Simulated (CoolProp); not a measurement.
The fluid at 459.25 K and 1.94 MPa is throttled through a valve to 0.946 MPa with no heat exchange. The same conditions are run with several fluids, on thermodynamics alone (safety and materials aside).

Computed with CoolProp (reference Helmholtz-energy equation of state of each fluid (propyne: Polt 1992; R404A: Lemmon 2003; CF4 (R14): Platzer 1990; methane: Setzmann 1991; R1336mzz(Z): McLinden 2020)). The equations of Platzer and Polt are older, rougher fits. Blends and air are pseudo-pure fits.

Problem. Rank propyne, R404A, CF4 (R14), methane, R1336mzz(Z) by temperature change (K), highest first.

Solution. methane (-1.5), CF4 (R14) (-2.0), R404A (-4.8), propyne (-6.5), R1336mzz(Z) (-11.3)

| fluid | final density (kg/m³) |
|---|---|
| propyne | 10.5 |
| R404A | 25.3 |
| CF4 (R14) | 21.9 |
| methane | 3.99 |
| R1336mzz(Z) | 47.5 |
